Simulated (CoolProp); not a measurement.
Computed with CoolProp (reference Helmholtz-energy equation of state, Lemmon 2006). It is a short technical equation, of lower accuracy than the large ones.

Problem. For C2F6 (R116), give the phase and the density (kg/m³), cv (kJ/(kg K)), Joule-Thomson coefficient (K/MPa), expansivity (1/kK) at -14.45 °C and 0.579 MPa; 31.85 °C and 0.579 MPa; 50.35 °C and 0.579 MPa.

Solution. 
- -14.45 °C and 0.579 MPa: gas; density 41.5, cv 0.664, Joule-Thomson coefficient 14.1, expansivity 5.59
- 31.85 °C and 0.579 MPa: gas; density 33.4, cv 0.730, Joule-Thomson coefficient 8.24, expansivity 4.01
- 50.35 °C and 0.579 MPa: gas; density 31.1, cv 0.756, Joule-Thomson coefficient 6.92, expansivity 3.65
